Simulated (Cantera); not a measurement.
An isothermal, constant-pressure homogeneous reactor starts with CO : O₂ : H₂O : N₂ = 0.0016 : 0.078 : 0.00035 : 1 (molar parts), equivalence ratio 0.010, at 1450 K and 0.957 atm.

Model: GRI-Mech 3.0 (53 species, 325 reactions), integrated in Cantera.

x: mole fraction; the columns are a selection and need not sum to one.

```csv
t (s),x CO,x O₂,x H₂O,x H₂,x NO,x H₂O₂
6.00e-5,0.00148,0.0722,0.000324,<1e-12,<1e-12,<1e-12
0.000344,0.00148,0.0722,0.000324,1.55e-12,<1e-12,<1e-12
0.00197,0.00148,0.0722,0.000324,2.78e-10,2.58e-12,<1e-12
0.0113,0.000894,0.0718,0.000301,6.13e-7,(withheld),3.84e-9
0.0648,2.64e-5,0.0715,0.000318,4.44e-8,(withheld),3.99e-10
0.372,2.80e-7,0.0715,0.000323,2.55e-9,1.36e-6,2.76e-11
2.13,1.28e-8,0.0715,0.000323,1.17e-9,1.38e-6,1.31e-11
12.2,1.28e-8,0.0715,0.000323,1.17e-9,1.45e-6,1.31e-11
70.0,1.28e-8,0.0715,0.000323,1.17e-9,(withheld),1.31e-11
```

Task: Fill in the missing entries.

Result: 
- 0.0113, x NO: 6.80e-8
- 0.0648, x NO: 1.19e-6
- 70.0, x NO: 1.86e-6
